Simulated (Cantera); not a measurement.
Input (Python, Cantera):

```python
import numpy as np
import cantera as ct

gas = ct.Solution("gri30.yaml")
gas.TPX = 1698, 500000, {'CH4': 1, 'C2H6': 0.035, 'O2': 1.38, 'N2': 5.2}
reactor = ct.IdealGasConstPressureReactor(gas, energy="on", clone=False)
net = ct.ReactorNet([reactor])
net.rtol, net.atol = 1e-08, 1e-16
show = ['CH4', 'C2H6', 'O2', 'CO', 'H2']
times = np.geomspace(1e-05, 1, 13)

steps = ct.SolutionArray(gas, extra=["t"])
rows = []
print(f"{'t/s':>10s}{'T/K':>9s}{'P/Pa':>11s}" + "".join(f"{s:>11s}" for s in show))
for t in times:
    while net.time < t:
        t_next = net.step()
        steps.append(gas.state, t=t_next)
    rows.append([np.interp(t, steps.t, y) for y in (steps.T, steps.P, *steps(*show).X.T)])
    print(f"{t:10.3e}{rows[-1][0]:9.1f}{rows[-1][1]:11.4g}" + "".join(f"{x:11.3e}" for x in rows[-1][2:]))
rate = np.gradient(steps.T, steps.t)
print("integrator steps:", len(steps.t))
if steps.T.max() > steps.T[0] + 200:
    print(f"time of steepest temperature rise: {steps.t[rate.argmax()]:.4e} s")
gas.TPX = 1698, 500000, {'CH4': 1, 'C2H6': 0.035, 'O2': 1.38, 'N2': 5.2}
gas.equilibrate("HP")
print(f"equilibrium (HP): T = {gas.T:.1f} K  " + "  ".join(f"{s} {gas[s].X[0]:.3e}" for s in show))
```

Output:

```
       t/s      T/K       P/Pa        CH4       C2H6         O2         CO         H2
 1.000e-05   1699.4      5e+05  1.286e-01  3.979e-03  1.795e-01  2.157e-04  9.703e-04
 2.610e-05   1763.2      5e+05  1.114e-01  3.515e-03  1.664e-01  5.568e-03  8.959e-03
 6.813e-05   2890.1      5e+05  4.675e-12  1.625e-23  9.476e-04  9.796e-02  7.736e-02
 1.778e-04   2897.2      5e+05  5.689e-12  2.163e-23  8.215e-04  9.814e-02  7.780e-02
 4.642e-04   2893.0      5e+05  5.905e-12  2.308e-23  7.843e-04  9.829e-02  7.832e-02
 1.212e-03   2891.9      5e+05  5.966e-12  2.350e-23  7.743e-04  9.833e-02  7.846e-02
 3.162e-03   2891.9      5e+05  5.967e-12  2.351e-23  7.742e-04  9.833e-02  7.846e-02
 8.254e-03   2891.9      5e+05  5.967e-12  2.351e-23  7.742e-04  9.833e-02  7.846e-02
 2.154e-02   2891.9      5e+05  5.967e-12  2.351e-23  7.742e-04  9.833e-02  7.846e-02
 5.623e-02   2891.9      5e+05  5.967e-12  2.351e-23  7.742e-04  9.833e-02  7.846e-02
 1.468e-01   2891.9      5e+05  5.967e-12  2.351e-23  7.742e-04  9.833e-02  7.846e-02
 3.831e-01   2891.9      5e+05  5.967e-12  2.351e-23  7.742e-04  9.833e-02  7.846e-02
 1.000e+00   2891.9      5e+05  5.967e-12  2.351e-23  7.742e-04  9.833e-02  7.846e-02
integrator steps: 1729
time of steepest temperature rise: 3.8078e-05 s
equilibrium (HP): T = 2891.9 K  CH4 6.898e-12  C2H6 3.037e-23  O2 7.742e-04  CO 9.833e-02  H2 7.846e-02
```

Cantera simulation using GRI-Mech 3.0 (53 species, 325 reactions); the numbers are that mechanism's predictions, not measurements.
